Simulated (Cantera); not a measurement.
An isothermal plug-flow reactor at 800 K and 1.80 bar (inlet), inlet velocity 0.46 m/s, active area per volume 140 1/m; feed CO : O₂ : N₂ : H₂O = 0.011 : 0.016 : 0.79 : 0.036 (molar parts).

Model: Deutschmann's 1995 Pt surface mechanism with GRI-Mech 3.0 gas chemistry, integrated in Cantera. Catalytic surfaces can have several steady states; this one follows from the mechanism file's or the stated starting coverage. Mass transfer to the wall is taken as infinitely fast.

**Question.** Predict: x(CO) at z = 0.0085 m; x(O₂) at z = 0.0085 m; x(H₂O) at z = 0.0085 m; x(CO₂) at z = 0.0085 m; θ(free Pt) at the exit; θ(O*) at the exit; θ(OH*) at the exit.

**Answer.** 
| Quantity | Value |
|---|---|
| x(CO) at z = 0.0085 m | 9.25e-5 |
| x(O₂) at z = 0.0085 m | 0.0124 |
| x(H₂O) at z = 0.0085 m | 0.0425 |
| x(CO₂) at z = 0.0085 m | 0.0129 |
| θ(free Pt) at the exit | 0.0674 |
| θ(O*) at the exit | 0.925 |
| θ(OH*) at the exit | 0.00737 |
